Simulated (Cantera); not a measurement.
Cantera run, input and output.

```python
import numpy as np
import cantera as ct

gas = ct.Solution("gri30.yaml")
gas.TPX = 1725, 101325, {'C2H6': 1, 'N2': 6.3}
inlet = ct.Reservoir(gas, clone=True)

reactor = ct.IdealGasConstPressureReactor(gas, energy="off", clone=False)
exhaust = ct.Reservoir(gas, clone=True)
tau = [5, 2, 0.77, 0.3, 0.12, 0.046, 0.018, 0.0071, 0.0028, 0.0011][0]
for a, b in ((inlet, reactor), (reactor, exhaust)):
    ct.MassFlowController(a, b, mdot=lambda t: reactor.mass / tau)
net = ct.ReactorNet([reactor])
show = ['C2H6', 'HCN', 'CH2', 'CH3', 'CH4']

rows = []
print(f"{'tau/s':>10s}{'T/K':>9s}" + "".join(f"{s:>11s}" for s in show))
for tau in [5, 2, 0.77, 0.3, 0.12, 0.046, 0.018, 0.0071, 0.0028, 0.0011]:
    net.initial_time = 0.0
    net.advance(30 * tau)
    before = gas.X
    net.advance(40 * tau)
    drift = np.max(np.abs(gas.X - before) / (gas.X + 1e-9))
    rows.append([gas.T, *gas[show].X, drift])
    print(f"{tau:10.3e}{gas.T:9.1f}" + "".join(f"{x:11.3e}" for x in gas[show].X))
```

Output:

```
     tau/s      T/K       C2H6        HCN        CH2        CH3        CH4
 5.000e+00   1725.0  1.815e-06  7.378e-06  2.220e-08  5.054e-05  5.951e-03
 2.000e+00   1725.0  3.922e-06  4.297e-06  3.247e-08  7.206e-05  8.224e-03
 7.700e-01   1725.0  9.325e-06  2.757e-06  5.134e-08  1.088e-04  1.176e-02
 3.000e-01   1725.0  2.225e-05  1.959e-06  8.410e-08  1.655e-04  1.640e-02
 1.200e-01   1725.0  5.112e-05  1.529e-06  1.404e-07  2.475e-04  2.160e-02
 4.600e-02   1725.0  1.185e-04  1.283e-06  2.477e-07  3.725e-04  2.702e-02
 1.800e-02   1725.0  2.618e-04  1.149e-06  4.420e-07  5.498e-04  3.178e-02
 7.100e-03   1725.0  5.632e-04  1.056e-06  7.912e-07  8.055e-04  3.612e-02
 2.800e-03   1725.0  1.207e-03  9.588e-07  1.407e-06  1.183e-03  4.042e-02
 1.100e-03   1725.0  2.610e-03  8.433e-07  2.465e-06  1.751e-03  4.462e-02
```

Detailed kinetics in Cantera: GRI-Mech 3.0 (53 species, 325 reactions). GRI-Mech 3.0 stops at C3 and has no aromatics, soot or wall deposition, so with more carbon than oxygen in the feed, carbon stays in small species such as C2H2 where larger ones or solid carbon would form.
